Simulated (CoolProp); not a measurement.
Properties of n-heptane along the isobar 3.7 MPa.

Model: reference Helmholtz-energy equation of state, Span 2003, in CoolProp. It is a short technical equation, of lower accuracy than the large ones.

| T (°C) | phase | density (kg/m³) | cp (kJ/(kg K)) | speed of sound (m/s) | expansivity (1/kK) | viscosity (µPa s) | Prandtl number |
|---|---|---|---|---|---|---|---|
| 7.15 | liquid | 697.7 | 2.171 | 1228 | 1.166 | 497 | 8.36 |
| 15.05 | liquid | 691.2 | 2.198 | 1195 | 1.181 | 453 | 7.85 |
| 22.85 | liquid | 684.8 | 2.226 | 1163 | 1.198 | 415 | 7.42 |
| 30.75 | liquid | 678.3 | 2.256 | 1132 | 1.216 | 382 | 7.05 |
| 38.65 | liquid | 671.8 | 2.286 | 1100 | 1.236 | 352 | 6.71 |
| 46.55 | liquid | 665.2 | 2.317 | 1069 | 1.257 | 326 | 6.42 |
| 54.45 | liquid | 658.6 | 2.349 | 1038 | 1.281 | 303 | 6.16 |
| 62.35 | liquid | 651.9 | 2.382 | 1008 | 1.307 | 282 | 5.92 |
| 70.25 | liquid | 645.1 | 2.416 | 977.9 | 1.335 | 263 | 5.71 |
| 78.05 | liquid | 638.4 | 2.450 | 948.4 | 1.365 | 246 | 5.52 |

Viscosity comes from a separate model (Michailidou 2014). Thermal conductivity comes from a separate model (Assael 2013).
